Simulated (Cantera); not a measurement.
**Equilibrium for carbothermic reduction: TiO2 + C + CO**

Input: 1 mol TiO2, 4.8 mol C, 2 mol CO, at 0.0133 bar.

Method: chemical equilibrium by Gibbs-energy minimisation in Cantera with the NASA 1993 tables (ideal gas, pure condensed phases). Candidate condensed phases: C, Ti, TiC, TiO, TiO2, Ti2O3, Ti3O5, Ti4O7; 15 gas species. TiC: taken at fixed stoichiometry. Condensed phases not in the tables: Magnéli phases beyond Ti4O7. Rates play no part.

```csv
T (K),log p CO,log p CO2,log p Ti,log p C3,log p C,n C(graphite),n TiO2(rutile),n Ti4O7(s),n TiC(s)
898,-1.91,-3.04,<-13,<-13,<-13,4.93,1.00,0,0
1048,-1.88,-4.41,<-13,<-13,<-13,4.81,1.00,0,0
1198,-1.88,-5.46,<-13,<-13,<-13,4.55,0,0.250,0
1348,-1.88,-6.28,<-13,<-13,<-13,1.80,0,0,1.00
1498,-1.88,-6.92,<-13,<-13,<-13,1.80,0,0,1.00
1648,-1.88,-7.44,-12.72,<-13,<-13,1.80,0,0,1.00
1798,-1.88,-7.87,-11.01,-12.97,-12.62,1.80,0,0,1.00
1948,-1.88,-8.23,-9.57,-11.13,-11.02,1.80,0,0,1.00
2098,-1.88,-8.54,-8.33,-9.56,-9.64,1.80,0,0,1.000
2248,-1.88,-8.80,-7.27,-8.20,-8.45,1.80,0,0,1.000
```
log p: log10 of the partial pressure in bar; n: condensed amount in mol.

From 898 K to 1048 K the condensed part is C(graphite) + TiO2(rutile). At 1198 K the condensed part is C(graphite) + Ti4O7(s). From 1348 K to 2248 K the condensed part is C(graphite) + TiC(s).
